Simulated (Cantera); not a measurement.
Feed: 1 mol SiH₄, 0.57 mol C₂H₂, 1100 mol H₂, at 10.0 Torr.

Equilibrium computed with Cantera from the NASA thermochemical tables; the gas is ideal and each condensed phase is pure. Candidate condensed phases: C, C₆H₆, C₇H₈, C₈H₁₈, Si, SiC; 87 gas species. Gases not in the tables: Si₂H₆ and higher silanes. Equilibrium is a limit: real reactors are often held back by kinetics, nucleation or transport.

Task: Which condensed phases are stable at each of these points (T (K)): 1025, 1175, 1325, 1475, 1625, 1775, 1925, 2075?

Result: 
| T (K) | condensed phases | Si condensed (%) |
|---|---|---|
| 1025 | SiC(s) | 100.0 |
| 1175 | SiC(s) | 100.0 |
| 1325 | C(graphite) + SiC(s) | 100.0 |
| 1475 | C(graphite) + SiC(s) | 100.0 |
| 1625 | C(graphite) + SiC(s) | 100.0 |
| 1775 | SiC(s) | 99.2 |
| 1925 | SiC(s) | 86.3 |
| 2075 | gas only | 0.0 |

From 1025 K to 1175 K the condensed part is SiC(s). From 1325 K to 1625 K the condensed part is C(graphite) + SiC(s). From 1775 K to 1925 K the condensed part is SiC(s). At 2075 K nothing is condensed.
